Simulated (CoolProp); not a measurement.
A closed Brayton cycle with carbon dioxide: compressor inlet 329.15 K and 8.5 MPa, high pressure 27.8 MPa, turbine inlet 735 K, compressor efficiency 0.8, turbine efficiency 0.85, recuperator effectiveness 0.8 (on enthalpy, no pinch check). Each further row changes one setting.

The numbers come from the reference Helmholtz-energy equation of state, Span 1996 in CoolProp.

| case | thermal efficiency (%) | net work (kJ/kg) | compressor to turbine work | compressor exit (K) | turbine exit (K) |
|---|---|---|---|---|---|
| as stated | 22.7 | 55.7 | 0.56 | 433.3 | 609.6 |
| turbine inlet 685 K | 20.0 | 45.1 | 0.61 | 433.3 | 563.9 |
| compressor inlet 339.15 K | 20.5 | 48.0 | 0.62 | 450.7 | 609.6 |
| high pressure 23.6 MPa | 22.5 | 52.0 | 0.53 | 418.3 | 626.5 |
| recuperator effectiveness 0.5 | 18.2 | 55.7 | 0.56 | 433.3 | 609.6 |
